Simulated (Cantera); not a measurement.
## Cu + F₂ + H₂ (aluminium and copper etching)

Feed: 1 mol Cu, 4 mol F₂, 29 mol H₂, equilibrated at 1398 K.

Equilibrium computed with Cantera from the NASA thermochemical tables; the gas is ideal and each condensed phase is pure. Candidate condensed phases: Cu, CuF₂; 15 gas species. Equilibrium is a limit: real reactors are often held back by kinetics, nucleation or transport.

| P (Pa) | x H₂ | x HF | x Cu | x H | x CuF | x Cu₂ | x H₂F₂ | n Cu(l) |
|---|---|---|---|---|---|---|---|---|
| 1 | 0.734 | 0.235 | 0.0293 | 0.00128 | 6.16e-5 | 1.27e-6 | 8.29e-12 | 0 |
| 6.80 | 0.743 | 0.238 | 0.0191 | 0.000495 | 0.000105 | 3.67e-6 | 5.76e-11 | 0.354 |
| 46 | 0.755 | 0.242 | 0.00282 | 0.000192 | 4.07e-5 | 5.42e-7 | 4.03e-10 | 0.905 |
| 320 | 0.757 | 0.242 | 0.000405 | 7.28e-5 | 1.55e-5 | 7.80e-8 | 2.82e-9 | 0.986 |
| 2200 | 0.758 | 0.242 | 5.90e-5 | 2.78e-5 | 5.90e-6 | 1.13e-8 | 1.94e-8 | 0.998 |
| 15000 | 0.758 | 0.242 | 8.65e-6 | 1.06e-5 | 2.26e-6 | 1.66e-9 | 1.32e-7 | 1.000 |
| 100000 | 0.758 | 0.242 | 1.30e-6 | 4.12e-6 | 8.75e-7 | 2.49e-10 | 8.82e-7 | 1.000 |
x: gas mole fraction; n: condensed amount in mol.

At 1.00 Pa nothing is condensed. From 6.80 Pa to 100000 Pa the condensed part is Cu(l). The main Cu-bearing gas is Cu throughout.
